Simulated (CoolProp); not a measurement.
n-perfluoropentane along the isotherm 399.9 K: Z from the reference equation and from simpler models built on Tc = 421.0 K, pc = 2.063 MPa, ω = 0.436; each cubic takes its own stable root.

The numbers come from the reference Helmholtz-energy equation of state, Gao 2022 in CoolProp.

```json
[
 {"p (MPa)": "0.281", "phase": "gas", "reference": "0.9417", "van der Waals": "0.9523", "Soave-Redlich-Kwong": "0.9418", "Peng-Robinson": "0.9364"},
 {"p (MPa)": "0.563", "phase": "gas", "reference": "0.8761", "van der Waals": "0.8998", "Soave-Redlich-Kwong": "0.8776", "Peng-Robinson": "0.8669"},
 {"p (MPa)": "0.844", "phase": "gas", "reference": "0.8002", "van der Waals": "0.8409", "Soave-Redlich-Kwong": "0.8051", "Peng-Robinson": "0.7894"},
 {"p (MPa)": "1.13", "phase": "gas", "reference": "0.7044", "van der Waals": "0.7709", "Soave-Redlich-Kwong": "0.7167", "Peng-Robinson": "0.6963"},
 {"p (MPa)": "1.41", "phase": "liquid", "reference": "0.1093", "van der Waals": "0.6843", "Soave-Redlich-Kwong": "0.1319", "Peng-Robinson": "0.1169"},
 {"p (MPa)": "1.69", "phase": "liquid", "reference": "0.1287", "van der Waals": "0.2199", "Soave-Redlich-Kwong": "0.1526", "Peng-Robinson": "0.1355"},
 {"p (MPa)": "1.97", "phase": "liquid", "reference": "0.1478", "van der Waals": "0.2395", "Soave-Redlich-Kwong": "0.1730", "Peng-Robinson": "0.1538"},
 {"p (MPa)": "2.25", "phase": "liquid", "reference": "0.1667", "van der Waals": "0.2628", "Soave-Redlich-Kwong": "0.1932", "Peng-Robinson": "0.1719"},
 {"p (MPa)": "2.53", "phase": "liquid", "reference": "0.1855", "van der Waals": "0.2870", "Soave-Redlich-Kwong": "0.2130", "Peng-Robinson": "0.1896"},
 {"p (MPa)": "2.81", "phase": "liquid", "reference": "0.2041", "van der Waals": "0.3114", "Soave-Redlich-Kwong": "0.2326", "Peng-Robinson": "0.2071"},
 {"p (MPa)": "3.09", "phase": "liquid", "reference": "0.2225", "van der Waals": "0.3358", "Soave-Redlich-Kwong": "0.2519", "Peng-Robinson": "0.2244"}
]
```

At some of these states van der Waals gives the other phase, because its saturation line lies elsewhere.
